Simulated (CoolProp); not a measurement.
Vapour-liquid equilibrium of propylene (1) + R114 (2) at 332.7 K; x and y are mole fractions of (1).

Computed with CoolProp (multi-fluid Helmholtz-energy mixture model, Lemmon 2013 and Platzer 1990; pair parameters Bell 2016). This equation is an older, rougher fit; its heat capacities, sound speeds and derivatives of the liquid may be far off and weren't checked against measurements.

| x | bubble pressure (MPa) | y at the bubble point | dew pressure at overall composition x (MPa) | liquid density (mol/L) |
|---|---|---|---|---|
| 0.05 | 0.6806 | 0.175 | 0.6003 | 7.944 |
| 0.15 | 0.8973 | 0.405 | 0.6630 | 8.151 |
| 0.25 | 1.110 | 0.548 | 0.7395 | 8.361 |
| 0.35 | 1.313 | 0.645 | 0.8346 | 8.575 |
| 0.45 | 1.506 | 0.718 | 0.9557 | 8.794 |
| 0.55 | 1.690 | 0.776 | 1.114 | 9.021 |
| 0.65 | 1.868 | 0.827 | 1.324 | 9.261 |
| 0.75 | 2.045 | 0.874 | 1.604 | 9.519 |
| 0.85 | 2.225 | 0.922 | 1.955 | 9.808 |
| 0.95 | 2.410 | 0.973 | 2.329 | 10.14 |

No azeotrope shows between x = 0.05 and 0.95.

Pair parameters are fitted to limited data, so mixtures are less certain than the pure fluids.
